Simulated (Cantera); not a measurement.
Input: 1 mol borazine, 6.7 mol NH3, 1.9 mol N2, 38 mol H2.

Method: chemical equilibrium by Gibbs-energy minimisation in Cantera with the NASA 1993 tables (ideal gas, pure condensed phases). Candidate condensed phases: B, BN; 15 gas species. The feed counts by its element totals alone. Mutual solubility and eutectic melting of coexisting phases are not modelled. Equilibrium is a limit: real reactors are often held back by kinetics, nucleation or transport.

Problem. What condenses at these points (T in °C, P in Pa): (775, 100000); (775, 25); (1575, 10); (1075, 16000); (775, 63); (1775, 63)?

Solution. 
| T (°C) | P in Pa | condensed phases | B condensed (%) |
|---|---|---|---|
| 775 | 100000 | BN | 100.0 |
| 775 | 25 | BN | 100.0 |
| 1575 | 10 | B + BN | 99.5 |
| 1075 | 16000 | BN | 100.0 |
| 775 | 63 | BN | 100.0 |
| 1775 | 63 | B | 98.0 |
